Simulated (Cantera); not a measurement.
**Formation from one mole of N2**

Source: NASA polynomial tables (part measured, part estimated), evaluated in Cantera. Values are per mole of reaction as written; species without (g) are pure solids or liquids, kept so even where they would boil at 1 bar.

4 Cr + N2(g) ⇌ 2 Cr2N

```json
[
 {"T (K)": "300", "ΔH° (kJ)": "-251.0", "ΔS° (J/K)": "-156.2", "ΔG° (kJ)": "-204.2", "log10 K": "35.55"},
 {"T (K)": "623", "ΔH° (kJ)": "-245.8", "ΔS° (J/K)": "-144.7", "ΔG° (kJ)": "-155.7", "log10 K": "13.05"},
 {"T (K)": "773", "ΔH° (kJ)": "-242.9", "ΔS° (J/K)": "-140.5", "ΔG° (kJ)": "-134.3", "log10 K": "9.07"},
 {"T (K)": "923", "ΔH° (kJ)": "-239.8", "ΔS° (J/K)": "-136.9", "ΔG° (kJ)": "-113.5", "log10 K": "6.42"},
 {"T (K)": "1073", "ΔH° (kJ)": "-236.7", "ΔS° (J/K)": "-133.7", "ΔG° (kJ)": "-93.2", "log10 K": "4.54"},
 {"T (K)": "1223", "ΔH° (kJ)": "-233.9", "ΔS° (J/K)": "-131.3", "ΔG° (kJ)": "-73.3", "log10 K": "3.13"},
 {"T (K)": "1373", "ΔH° (kJ)": "-231.6", "ΔS° (J/K)": "-129.5", "ΔG° (kJ)": "-53.8", "log10 K": "2.05"},
 {"T (K)": "1523", "ΔH° (kJ)": "-230.0", "ΔS° (J/K)": "-128.4", "ΔG° (kJ)": "-34.4", "log10 K": "1.18"},
 {"T (K)": "1673", "ΔH° (kJ)": "-229.2", "ΔS° (J/K)": "-127.9", "ΔG° (kJ)": "-15.2", "log10 K": "0.47"}
]
```

3 H2(g) + N2(g) ⇌ 2 NH3(g)

```
T (K)  ΔH° (kJ)  ΔS° (J/K)  ΔG° (kJ)  log10 K
-----  --------  ---------  --------  -------
300       -92.0     -198.4     -32.4     5.65
623      -103.5     -225.4      36.9    -3.09
773      -106.9     -230.2      71.1    -4.80
923      -109.3     -233.2     105.9    -5.99
1073     -111.0     -234.8     141.0    -6.86
1223     -112.0     -235.7     176.3    -7.53
1373     -112.6     -236.2     211.7    -8.05
1523     -112.8     -236.3     247.1    -8.48
1673     -112.6     -236.2     282.6    -8.82
```
